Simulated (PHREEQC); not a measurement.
0.088 g of hydrous ferric oxide (600 m²/g; 0.2 weak and 0.005 strong sites per Fe, Dzombak-Morel constants, diffuse double layer) in 1 kg of water with 0.3 mol/kgw of an inert sodium salt and 0.00088 mmol/kgw CuCl2, 0.51 mmol/kgw CaCl2 and 0.00055 mmol/kgw MgCl2, at 25 °C; the pH is set by adding NaOH or the inert anion's acid. Oxygen alone is held at its pressure in air (log pO2 = -0.68). CO2 from the air is kept out. Precipitation was switched off in this run.

The numbers come from PHREEQC with the ion-association model, wateq4f.dat.

| pH | Cu sorbed (%) | Ca sorbed (%) | Mg sorbed (%) | surface charge σ (C/m²) |
|---|---|---|---|---|
| 4 | 0.6 | 0.0 | 0.0 | 0.349 |
| 4.38 | 3.4 | 0.0 | 0.0 | 0.328 |
| 4.75 | 14.6 | 0.0 | 0.0 | 0.296 |
| 5.12 | 43.9 | 0.0 | 0.0 | … |
| 5.5 | 78.1 | 0.0 | 0.0 | 0.211 |
| 5.88 | 94.1 | 0.0 | 0.0 | 0.168 |
| 6.25 | 98.5 | 0.0 | 0.0 | … |
| 6.62 | … | 0.1 | 0.0 | 0.096 |
| 7 | 99.9 | 0.2 | 0.2 | … |
| 7.38 | 99.9 | 0.4 | 0.8 | 0.044 |
| 7.75 | 99.8 | 0.8 | 3.2 | 0.024 |
| 8.12 | 99.7 | 1.5 | 11.4 | 0.006 |
| 8.5 | 99.3 | 3.2 | 31.2 | -0.009 |
| 8.88 | 98.5 | 6.5 | 53.8 | -0.019 |
| 9.25 | 95.6 | 10.5 | … | -0.024 |
| 9.62 | 85.9 | 13.8 | 74.2 | -0.026 |
| 10 | 61.2 | 15.9 | 77.4 | -0.027 |

Problem. What belongs in the gaps?

Solution. 
- 5.12, surface charge σ (C/m²): 0.256
- 6.25, surface charge σ (C/m²): 0.129
- 6.62, Cu sorbed (%): 99.6
- 7, surface charge σ (C/m²): 0.068
- 9.25, Mg sorbed (%): 67.5

Species that the database lacks are ignored. The database's constant for dissolved Cu(OH)2 is higher than later reviews accept.
